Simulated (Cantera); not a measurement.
A perfectly stirred reactor is fed with 2.56 % CH₄, 3.33 % H₂, 9.72 % O₂, 84.4 % N₂, at 100000 Pa; it is adiabatic with a 350 K inlet, and is followed from long to short residence time, starting on the burning branch (τ in s: 0.064, 0.031, 0.014, 0.0068, 0.0032, 0.0015, 0.00073, 0.00034, 0.00016, 7.7e-05, 3.7e-05, 1.7e-05).

Model: GRI-Mech 3.0 (53 species, 325 reactions), integrated in Cantera.

Predict: blow-out, bracketed by the residence times tried; x(CH₄) at τ = 64.0 ms; x(H₂) at τ = 64.0 ms; x(O₂) at τ = 64.0 ms; x(CH₂O) at τ = 64.0 ms; x(CO₂) at τ = 64.0 ms; x(CH₄) at τ = 0.730 ms; x(H₂) at τ = 0.730 ms; x(O₂) at τ = 0.730 ms.


```json
{
  "blow_out_bracketed_by_the_residence_times_tried": "burning at 31.0 ms, out at 14.0 ms",
  "x(CH₄) at τ = 64.0 ms": "0.000114",
  "x(H₂) at τ = 64.0 ms": "0.000339",
  "x(O₂) at τ = 64.0 ms": "0.0306",
  "x(CH₂O) at τ = 64.0 ms": "7.07e-6",
  "x(CO₂) at τ = 64.0 ms": "0.0249",
  "x(CH₄) at τ = 0.730 ms": "0.0256",
  "x(H₂) at τ = 0.730 ms": "0.0333",
  "x(O₂) at τ = 0.730 ms": "0.0972"
}
```
